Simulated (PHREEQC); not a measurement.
Consider water at 25 °C with 2.9 mmol/kgw CaSO4, 0.85 mmol/kgw CO2 and 0.27 mmol/kgw H4SiO4. Closed to the air; pH follows from the charge balance.

Computed with PHREEQC (ion-association model, phreeqc.dat).

Precipitation was switched off in this run.

Predict the pH, specific conductance.

pH 4.74; specific conductance 597 µS/cm.

In which forms is C present?

CO2 97 %, HCO3- 2.6 % of the C.

Saturation is exceeded, for instance for Quartz (slow to form); the values hold only as long as no solid forms.
